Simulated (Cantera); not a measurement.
A freely propagating, adiabatic, planar premixed flame of CH4 : C2H6 : C3H8 : O2 : N2 : H2O = 1 : 0.072 : 0.11 : 3.64 : 13.7 : 0.67 (molar parts), equivalence ratio 0.77, unburnt at 650 K and 4.93 atm; mixture-averaged transport, grid criteria slope 0.08 and curve 0.16, no radiation.

Model: GRI-Mech 3.0 (53 species, 325 reactions), integrated in Cantera. Burning velocities carry a grid error of a few per cent, more on coarse grids.

### Question
How do the results move with these cheaper or finer settings: unity-Lewis-number transport; multicomponent transport; multicomponent+Soret transport; grid criteria slope 0.5, curve 1; grid criteria slope 0.25, curve 0.5; grid criteria slope 0.03, curve 0.06?

### Answer
```
setting                               laminar burning velocity  thermal thickness  peak x(C2H2)  grid points  grid points
------------------------------------  ------------------------  -----------------  ------------  -----------  -----------
as above                                             63.5 cm/s           0.114 mm      0.000185          131          131
unity-Lewis-number transport                         59.0 cm/s           0.111 mm      0.000160          129          129
multicomponent transport                             64.4 cm/s           0.115 mm      0.000189          131          131
multicomponent+Soret transport                       63.6 cm/s           0.116 mm      0.000184          132          132
grid criteria slope 0.5, curve 1                     72.8 cm/s           0.126 mm      0.000186           31           31
grid criteria slope 0.25, curve 0.5                  66.6 cm/s           0.118 mm      0.000185           52           52
grid criteria slope 0.03, curve 0.06                 62.2 cm/s           0.113 mm      0.000185          327          327
```
The base run took very roughly 6 core-seconds.
Unity Lewis numbers drop preferential diffusion, which matters most where H2 and H carry the flame; Soret adds thermal diffusion.
